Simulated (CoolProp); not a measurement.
A simple Rankine cycle with carbonyl sulfide: condensing at 326.15 K, boiler at 5.52 MPa, turbine inlet 375.4 K, turbine efficiency 0.65, pump efficiency 0.8, no recuperator. Each further row changes one setting.

Computed with CoolProp (reference Helmholtz-energy equation of state, Lemmon 2006). It is a short technical equation, of lower accuracy than the large ones.

```tsv
case	thermal efficiency (%)	net work (kJ/kg)	heat in (kJ/kg)	turbine exit temperature (K)	volume ratio over the turbine
as stated	5.6	11.0	197	326.1	2.43
turbine inlet 395.4 K	6.2	14.5	232	334.6	2.21
condensing temperature 318.15 K	6.6	13.8	209	318.1	2.89
boiler pressure 3.86 MPa	4.0	9.37	236	343.3	1.56
turbine efficiency 0.55	4.4	8.64	197	326.1	2.45
```

The expansion ends wet for: as stated; condensing temperature 318.15 K; turbine efficiency 0.55.
